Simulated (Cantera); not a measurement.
A Cantera script and what it prints.

```python
import numpy as np
import cantera as ct

gas_names = """
    TaO2 CO
""".split()
cond_names = """
    Ta2O5(s) Ta2O5(L) TaC(s) TaC(L)
""".split()


def load(file, names, dense=False):
    # The tables refer to 1 bar. Condensed volumes are neglected.
    table = {s.name: s for s in ct.Species.list_from_file(file)}
    out = []
    for n in names:
        d = dict(table[n].input_data)
        d["thermo"] = dict(d["thermo"], **{"reference-pressure": 1e5})
        if dense:
            d["equation-of-state"] = {"model": "constant-volume", "density": "1e6 g/cm^3"}
        out.append(ct.Species.from_dict(d))
    return out


species = {s.name: s for s in load("nasa_gas.yaml", gas_names) + load("nasa_condensed.yaml", cond_names)}
# Each term lists the table entries of one substance; the one whose range holds T is used.
reactions = {
    '3 Ta2O5 + TaC = 7 TaO2(g) + CO(g)':
        [(-3, ['Ta2O5(s)', 'Ta2O5(L)']), (-1, ['TaC(s)', 'TaC(L)']), (7, ['TaO2']), (1, ['CO'])],
}


def pick(names, T):
    return next(species[n] for n in names if species[n].thermo.min_temp <= T <= species[n].thermo.max_temp)


results = []
for label, terms in reactions.items():
    print(label)
    print("     T/K   dH/kJ  dS/(J/K)   dG/kJ   log10 K")
    for T in [1323, 1523, 1723, 1923, 2123, 2323, 2523, 2723, 2923]:
        used = [(nu, pick(names, T)) for nu, names in terms]
        dH = sum(nu * s.thermo.h(T) for nu, s in used) / 1e6
        dS = sum(nu * s.thermo.s(T) for nu, s in used) / 1e3
        dG = dH - T * dS / 1e3
        logK = -dG * 1e6 / (ct.gas_constant * T * np.log(10))
        results.append((label, T, dH, dS, dG, logK, [s.name for _, s in used]))
        print(f"{T:8g} {dH:8.1f} {dS:8.1f} {dG:8.1f} {logK:8.2f}")
```

Output:

```
3 Ta2O5 + TaC = 7 TaO2(g) + CO(g)
     T/K   dH/kJ  dS/(J/K)   dG/kJ   log10 K
    1323   4604.2   1468.6   2661.3  -105.07
    1523   4565.2   1441.1   2370.4   -81.30
    1723   4524.8   1416.2   2084.7   -63.20
    1923   4483.2   1393.3   1803.8   -49.00
    2123   4071.6   1193.1   1538.8   -37.86
    2323   4002.5   1161.9   1303.3   -29.31
    2523   3933.4   1133.4   1073.8   -22.23
    2723   3864.3   1107.1    849.8   -16.30
    2923   3795.4   1082.6    630.9   -11.27
```

Standard-state values (1 bar) from the NASA 1993 polynomials, evaluated with Cantera. TaC: taken at fixed stoichiometry. Condensed species are held in their standard states even where they would react or evaporate.
